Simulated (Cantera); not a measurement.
Feed: 1 mol c-C4F8, 0.67 mol CH4, a varied amount of H2, held at 2402 °C and 0.0240 bar.

Cantera equilibrium calculation (NASA polynomials, part measured and part estimated; ideal gas, pure solids and liquids). Candidate condensed phases: C, C6H6, C7H8, C8H18; 95 gas species. The feed counts by its element totals alone. Kinetics and transport are ignored.

Task: At 1.6 mol H2, list the 7 most abundant gas species with their mole fractions, and the condensed phases.

Result: HF 0.757, F 0.197, CF2 0.0335, CF 0.0106, H 0.00137, C3 0.000262, CF3 0.000140. Condensed: C(graphite).
